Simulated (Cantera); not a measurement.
**MgCO3 + CO2 + H2O (calcination and drying)**

Charge: 1 mol MgCO3, 0.047 mol CO2, 2 mol H2O, held at 7.50 Torr.

Cantera equilibrium calculation (NASA polynomials, part measured and part estimated; ideal gas, pure solids and liquids). Candidate condensed phases: C, C6H6, C7H8, C8H18, H2O, Mg, MgCO3, MgO, Mg(OH)2; 116 gas species. Kinetics and transport are ignored.

From 1125 K to 1575 K the condensed part is MgO(s).

| T (K) | x H2O | x CO2 | x CO | x O2 | n MgO(s) |
|---|---|---|---|---|---|
| 1125 | 0.656 | 0.344 | 3.96e-6 | 5.28e-6 | 1.00 |
| 1200 | 0.656 | 0.344 | 1.46e-5 | 1.69e-5 | 1.00 |
| 1275 | 0.656 | 0.344 | 4.59e-5 | 4.73e-5 | 1.00 |
| 1350 | 0.656 | 0.343 | 0.000126 | 0.000119 | 1.00 |
| 1425 | 0.656 | 0.343 | 0.000312 | 0.000272 | 1.00 |
| 1500 | 0.655 | 0.343 | 0.000701 | 0.000573 | 1.00 |
| 1575 | 0.654 | 0.342 | 0.00145 | 0.00113 | 1.000 |
x: gas mole fraction; n: condensed amount in mol.
